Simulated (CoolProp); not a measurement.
A single-stage vapour-compression cycle with the fluid: evaporating at 327.15 K (dew point), condensing at 380.15 K (bubble point), superheat 0 K, subcooling 5 K, compressor efficiency 0.9, no pressure losses. The same conditions are run with several fluids, on thermodynamics alone (safety and materials aside).

Computed with CoolProp (reference Helmholtz-energy equation of state of each fluid (R365MFC: Lemmon 2016; n-hexane: Thol 2019; methanol: de Reuck 1993; cyclohexane: Zhou 2014; R245ca: Zhou 2016; chloromethane (R40): Thol 2014)).

Question: Rank R365MFC, n-hexane, methanol, cyclohexane, R245ca, chloromethane (R40) by cooling COP, highest first.

Answer: methanol (4.95), cyclohexane (4.68), n-hexane (4.37), chloromethane (R40) (4.24), R245ca (4.16), R365MFC (4.12)

```
fluid                pressure ratio  discharge temperature (K)  refrigerating effect (kJ/kg)  volumetric capacity (kJ/m³)
-------------------  --------------  -------------------------  ----------------------------  ---------------------------
R365MFC                        4.26                      380.1                           109                         1030
n-hexane                       4.72                      380.1                           225                          460
methanol                       6.64                      444.0                           979                          797
cyclohexane                    4.99                      380.1                           272                          361
R245ca                         3.98                      380.1                           116                         1690
chloromethane (R40)            2.97                      414.4                           245                         6850
```

The compression ends wet for: R365MFC; n-hexane; cyclohexane; R245ca.
